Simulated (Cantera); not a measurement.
**Adiabatic ignition**

An adiabatic, constant-pressure homogeneous reactor starts with CH4 : H2 : O2 : N2 : CO2 = 1 : 0.091 : 2.59 : 8.29 : 2.5 (molar parts), at 1348 K and 5.00 bar.

Computed with Cantera and GRI-Mech 3.0 (53 species, 325 reactions).

| t (s) | T (K) | x CH4 | x H2 | x O2 | x C2H6 | x CO | x H |
|---|---|---|---|---|---|---|---|
| 7.00e-6 | 1348 | 0.0691 | 0.00629 | 0.179 | 7.56e-11 | 7.71e-10 | 2.01e-9 |
| 1.99e-5 | 1348 | 0.0691 | 0.00629 | 0.179 | 2.54e-9 | 4.59e-9 | 5.11e-9 |
| 5.68e-5 | 1348 | 0.0691 | 0.00629 | 0.179 | 1.65e-7 | 5.85e-8 | 2.44e-8 |
| 0.000162 | 1349 | 0.0689 | 0.00627 | 0.179 | 2.34e-5 | 3.52e-6 | 1.86e-7 |
| 0.000461 | 1356 | 0.0675 | 0.00620 | 0.178 | 0.000354 | 0.000175 | 5.05e-7 |
| 0.00131 | 2495 | <1e-12 | 0.00171 | 0.0440 | <1e-12 | 0.0171 | 0.000459 |
| 0.00374 | 2492 | <1e-12 | 0.00171 | 0.0429 | <1e-12 | 0.0171 | 0.000451 |
| 0.0107 | 2486 | <1e-12 | 0.00170 | 0.0410 | <1e-12 | 0.0169 | 0.000439 |
| 0.0304 | 2484 | <1e-12 | 0.00170 | 0.0402 | <1e-12 | 0.0169 | 0.000434 |
| 0.0865 | 2483 | <1e-12 | 0.00170 | 0.0401 | <1e-12 | 0.0169 | 0.000434 |
| 0.246 | 2483 | <1e-12 | 0.00170 | 0.0401 | <1e-12 | 0.0169 | 0.000434 |
| 0.702 | 2483 | <1e-12 | 0.00170 | 0.0401 | <1e-12 | 0.0169 | 0.000434 |
| 2.00 | 2483 | <1e-12 | 0.00170 | 0.0401 | <1e-12 | 0.0169 | 0.000434 |
x: mole fraction; the columns are a selection and need not sum to one.

```yaml
time_of_steepest_temperature_rise: 0.942 ms
temperature at 2.00 s: 2483 K
equilibrium_temperature: 2483 K
x(CH4) at 2.00 s: <1e-12 (gas-phase equilibrium <1e-12)
x(H2) at 2.00 s: 0.00170 (gas-phase equilibrium 0.00170)
x(O2) at 2.00 s: 0.0401 (gas-phase equilibrium 0.0401)
```
